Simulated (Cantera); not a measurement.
What does this Cantera script print?

```python
import numpy as np
import cantera as ct

gas = ct.Solution("h2o2.yaml")
gas.TPX = 1400, 1100, {'H2': 0.39, 'O2': 1}
reactor = ct.IdealGasConstPressureReactor(gas, energy="off", clone=False)
net = ct.ReactorNet([reactor])
net.rtol, net.atol = 1e-08, 1e-18
show = ['H2', 'O2', 'O', 'H2O', 'HO2', 'H2O2']
times = np.geomspace(1e-05, 20, 14)

steps = ct.SolutionArray(gas, extra=["t"])
rows = []
print(f"{'t/s':>10s}{'T/K':>9s}{'P/Pa':>11s}" + "".join(f"{s:>11s}" for s in show))
for t in times:
    while net.time < t:
        t_next = net.step()
        steps.append(gas.state, t=t_next)
    rows.append([np.interp(t, steps.t, y) for y in (steps.T, steps.P, *steps(*show).X.T)])
    print(f"{t:10.3e}{rows[-1][0]:9.1f}{rows[-1][1]:11.4g}" + "".join(f"{x:11.3e}" for x in rows[-1][2:]))
rate = np.gradient(steps.T, steps.t)
print("integrator steps:", len(steps.t))
if steps.T.max() > steps.T[0] + 200:
    print(f"time of steepest temperature rise: {steps.t[rate.argmax()]:.4e} s")
gas.TPX = 1400, 1100, {'H2': 0.39, 'O2': 1}
gas.equilibrate("TP")
print(f"equilibrium (TP): T = {gas.T:.1f} K  " + "  ".join(f"{s} {gas[s].X[0]:.3e}" for s in show))
```

Output:

```
       t/s      T/K       P/Pa         H2         O2          O        H2O        HO2       H2O2
 1.000e-05   1400.0       1100  2.806e-01  7.194e-01  4.968e-09  1.531e-09  3.893e-08  1.660e-11
 3.053e-05   1400.0       1100  2.806e-01  7.194e-01  3.760e-08  3.345e-08  1.187e-07  1.535e-10
 9.319e-05   1400.0       1100  2.806e-01  7.194e-01  3.926e-07  8.309e-07  3.618e-07  1.401e-09
 2.845e-04   1400.0       1100  2.803e-01  7.193e-01  5.376e-05  1.561e-04  1.137e-06  1.230e-08
 8.685e-04   1400.0       1100  2.007e-02  5.588e-01  1.003e-01  2.013e-01  5.007e-06  2.321e-07
 2.651e-03   1400.0       1100  1.763e-02  5.636e-01  9.733e-02  2.118e-01  5.152e-06  2.297e-07
 8.094e-03   1400.0       1100  1.541e-02  5.840e-01  7.970e-02  2.342e-01  5.547e-06  2.525e-07
 2.471e-02   1400.0       1100  8.987e-03  6.270e-01  4.165e-02  2.808e-01  5.987e-06  2.730e-07
 7.543e-02   1400.0       1100  1.796e-03  6.638e-01  7.797e-03  3.172e-01  3.877e-06  1.693e-07
 2.303e-01   1400.0       1100  1.868e-04  6.720e-01  8.034e-04  3.246e-01  8.973e-07  5.539e-08
 7.030e-01   1400.0       1100  2.623e-05  6.732e-01  1.130e-04  3.258e-01  1.946e-07  1.701e-08
 2.146e+00   1400.0       1100  5.484e-06  6.734e-01  2.368e-05  3.261e-01  1.052e-07  5.989e-09
 6.551e+00   1400.0       1100  2.022e-06  6.735e-01  8.741e-06  3.262e-01  1.209e-07  3.364e-09
 2.000e+01   1400.0       1100  1.724e-06  6.735e-01  7.456e-06  3.262e-01  1.267e-07  3.141e-09
integrator steps: 1762
equilibrium (TP): T = 1400.0 K  H2 1.724e-06  O2 6.735e-01  O 7.453e-06  H2O 3.262e-01  HO2 1.267e-07  H2O2 3.140e-09
```

Computed with Cantera and the H2/O2 subset of GRI-Mech 3.0, which has no nitrogen chemistry. Radical loss at walls, strong at low pressure, is not modelled. The temperature is held fixed by assumption; the heat of reaction is taken as removed at once.
